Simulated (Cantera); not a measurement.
Feed: 1 mol Cu2O, 1.6 mol C, 0.01 mol CO, held at 3300 Pa.

Method: chemical equilibrium by Gibbs-energy minimisation in Cantera with the NASA 1993 tables (ideal gas, pure condensed phases). Candidate condensed phases: C, Cu, CuO, Cu2O; 15 gas species. Equilibrium is a limit: real reactors are often held back by kinetics, nucleation or transport.

Over these rows the condensed part is C(graphite) + Cu(l). Partial pressures as log10 of bar:

| T (K) | 1000/T (1/K) | log p CO2 | log p CO |
|---|---|---|---|
| 1550 | 0.6452 | -6.33 | -1.48 |
| 1650 | 0.6061 | -6.66 | -1.48 |
| 1750 | 0.5714 | ? | -1.49 |
| 1850 | 0.5405 | -7.24 | -1.49 |
| 1950 | 0.5128 | -7.52 | -1.52 |
| 2050 | 0.4878 | -7.86 | -1.58 |

Problem. Fit log p(CO2) = a + b·(1000/T) to the five rows, give the apparent enthalpy, and predict the row at 1750 K.

Solution. Means: 1000/T = 0.5585, log p = -7.122. Sxy = 0.163147, Sxx = 0.0171936, so b = 9.49 and a = -7.122 − (9.49)×0.5585 = -12.42.
Apparent enthalpy: −19.145 × (9.49) = -182 kJ/mol. With the condensed phases at unit activity, 2 CO(g) = CO2(g) + C(graphite) links this pressure to the main gases: over the six rows their terms move log p by -0.20 in all, so the slope isn't that reaction's ΔH° alone. The five rows lie within 0.07 of the line.
Prediction at 1750 K: -12.42 + (9.49)×0.5714 = -7.00. The computed value is -6.96, 0.04 from the line.
